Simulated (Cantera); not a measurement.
An isothermal plug-flow reactor at 450 K and 760 Torr (inlet), inlet velocity 1.2 m/s, active area per volume 3200 1/m; feed 0.235 % H2, 6.34 % O2, 92.7 % N2, 0.693 % H2O.

Model: Deutschmann's 1995 Pt surface mechanism with GRI-Mech 3.0 gas chemistry, integrated in Cantera. Catalytic surfaces can have several steady states; this one follows from the mechanism file's or the stated starting coverage. Mass transfer to the wall is taken as infinitely fast.

### Question
Predict: x(H2) at z = 0.014 m; x(O2) at z = 0.014 m; x(H2O) at z = 0.014 m; θ(free Pt) at the exit; θ(O*) at the exit; θ(OH*) at the exit.

### Answer
- x(H2) at z = 0.014 m: 4.67e-5
- x(O2) at z = 0.014 m: 0.0623
- x(H2O) at z = 0.014 m: 0.00924
- θ(free Pt) at the exit: 0.00103
- θ(O*) at the exit: 0.991
- θ(OH*) at the exit: 0.00807
